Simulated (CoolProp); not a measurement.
The fluid at 432.87 K and 0.294 MPa is throttled through a valve to 0.154 MPa with no heat exchange. The same conditions are run with several fluids, on thermodynamics alone (safety and materials aside).

Values from CoolProp's reference Helmholtz-energy equation of state of each fluid (CF4 (R14): Platzer 1990; R1233zd(E): Akasaka 2022; R124: de Vries 1995; R1224YDZ: Akasaka 2023; R114: Platzer 1990). The equations of Platzer and Polt are older, rougher fits.

```
fluid       temperature change (K)  final density (kg/m³)
----------  ----------------------  ---------------------
CF4 (R14)                     -0.3                   3.77
R1233zd(E)                    -1.5                      …
R124                          -1.0                      …
R1224YDZ                      -1.3                      …
R114                          -1.1                      …
```

**Question.** Fill in the missing entries.

**Answer.** 
- R1233zd(E), final density (kg/m³): 5.70
- R124, final density (kg/m³): 5.92
- R1224YDZ, final density (kg/m³): 6.47
- R114, final density (kg/m³): 7.44
